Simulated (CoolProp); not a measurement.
The numbers come from the reference Helmholtz-energy equation of state, Pan 2012 in CoolProp.

Q: For R236FA, give the phase and the density (kg/m³), cp (kJ/(kg K)), isothermal compressibility (1/MPa), Prandtl number at 356.4 K and 27400 kPa.

A: 
- 356.4 K and 27400 kPa: liquid; density 1320, cp 1.23, isothermal compressibility 0.00317, Prandtl number 4.22

Viscosity comes from a separate model (Huber 2003), an estimate that may be off by 10 % or more. Thermal conductivity comes from a separate model (Huber 2003), an estimate that may be off by 10 % or more.
